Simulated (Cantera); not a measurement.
A closed system holds: 1 mol AlN, 77 mol HCl, equilibrated at 1800 °C and 750 Torr.

Method: chemical equilibrium by Gibbs-energy minimisation in Cantera with the NASA 1993 tables (ideal gas, pure condensed phases). The tables' values for AlCl₂ are old estimates; treat these amounts as uncertain. Kinetics and transport are ignored.

```csv
species,before,after
HCl,0.944,0.962
H₂,0.0249,0.0195
AlCl₃,0.0125,0.0106
Cl,0.0116,<1e-9
H,0.000415,<1e-9
AlCl₂,0.000388,<1e-9
Cl₂,0.000145,<1e-9
Al₂Cl₆,1.83e-8,0.00122
AlCl,2.02e-5,<1e-9
N₂,0.00645,0.00650
```
Gas species are given as mole fractions.

### Question
Which change was made?
(A) temperature from 1800 °C to 750 °C
(B) pressure from 750 Torr to 1.00 Torr
(C) temperature from 1800 °C to 477 °C
(D) pressure from 750 Torr to 0.128 Torr

### Answer
C, temperature from 1800 °C to 477 °C
